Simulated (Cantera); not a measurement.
# N2O furnace oxynitridation

An isothermal, constant-pressure homogeneous reactor starts with 85.5 % N2O, 14.5 % N2, at 1125 K and 0.540 bar.

Cantera simulation using GRI-Mech 3.0 (53 species, 325 reactions); the numbers are that mechanism's predictions, not measurements. GRI-Mech 3.0 was tuned for natural gas; its chemistry of N2O as a main component is partial and can be far from experiment. The mechanism lacks the step 2 NO + O2 → 2 NO2, which can matter for NO2 below about 1400 K. The temperature is held fixed by assumption; the heat of reaction is taken as removed at once.

```json
[
 {"t (s)": "7.00e-6", "x N2O": "0.855", "x NO": "5.89e-9", "x O": "1.73e-7", "x N2": "0.145", "x O2": "3.55e-8"},
 {"t (s)": "1.63e-5", "x N2O": "0.855", "x NO": "2.72e-8", "x O": "3.15e-7", "x N2": "0.145", "x O2": "1.64e-7"},
 {"t (s)": "3.82e-5", "x N2O": "0.855", "x NO": "1.07e-7", "x O": "4.55e-7", "x N2": "0.145", "x O2": "6.42e-7"},
 {"t (s)": "8.91e-5", "x N2O": "0.855", "x NO": "3.34e-7", "x O": "5.05e-7", "x N2": "0.145", "x O2": "2.01e-6"},
 {"t (s)": "0.000208", "x N2O": "0.855", "x NO": "8.83e-7", "x O": "5.07e-7", "x N2": "0.145", "x O2": "5.32e-6"},
 {"t (s)": "0.000485", "x N2O": "0.855", "x NO": "2.17e-6", "x O": "5.07e-7", "x N2": "0.145", "x O2": "1.30e-5"},
 {"t (s)": "0.00113", "x N2O": "0.855", "x NO": "5.16e-6", "x O": "5.07e-7", "x N2": "0.145", "x O2": "3.11e-5"},
 {"t (s)": "0.00265", "x N2O": "0.854", "x NO": "1.21e-5", "x O": "5.07e-7", "x N2": "0.145", "x O2": "7.32e-5"},
 {"t (s)": "0.00618", "x N2O": "0.854", "x NO": "2.84e-5", "x O": "5.07e-7", "x N2": "0.146", "x O2": "0.000171"},
 {"t (s)": "0.0144", "x N2O": "0.853", "x NO": "6.65e-5", "x O": "5.07e-7", "x N2": "0.146", "x O2": "0.000401"},
 {"t (s)": "0.0337", "x N2O": "0.852", "x NO": "0.000155", "x O": "5.07e-7", "x N2": "0.147", "x O2": "0.000934"},
 {"t (s)": "0.0786", "x N2O": "0.848", "x NO": "0.000360", "x O": "5.07e-7", "x N2": "0.149", "x O2": "0.00218"},
 {"t (s)": "0.183", "x N2O": "0.839", "x NO": "0.000833", "x O": "5.05e-7", "x N2": "0.155", "x O2": "0.00504"},
 {"t (s)": "0.428", "x N2O": "0.819", "x NO": "0.00190", "x O": "5.02e-7", "x N2": "0.168", "x O2": "0.0116"},
 {"t (s)": "1.00", "x N2O": "0.774", "x NO": "0.00426", "x O": "4.94e-7", "x N2": "0.195", "x O2": "0.0260"}
]
```
x: mole fraction; the columns are a selection and need not sum to one.

Equilibrium at this temperature and pressure: N2O 6.14e-9, NO 0.000120, O 3.46e-9, N2 0.701, O2 0.299 (gas phase only).
